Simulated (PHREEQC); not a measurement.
Dissolve 0.22 mol/kgw HF, 0.044 mol/kgw H2SiF6 and 7e-05 mol/kgw HBF4 at 25 °C. It is in equilibrium with CO2 at log p = -2 (atm). Otherwise closed; pH follows from the charge balance.

Equilibrium calculation in PHREEQC: ion-association model, phreeqc.dat.

This is a speciation only: nothing precipitates in the calculation.

Q: Order these F species by the share of F that they hold, largest first: F-, HF, SiF6-2, HF2-.

A: SiF6-2 (55 %), HF (44 %), HF2- (0.89 %), F- (0.54 %)

The pH is 1.12 and the ionic strength 0.137 mol/kgw. Species that the database lacks are ignored. SiF6-2 is the database's only silicon fluoride. Real BF4- forms and hydrolyses slowly; the run takes it at equilibrium.
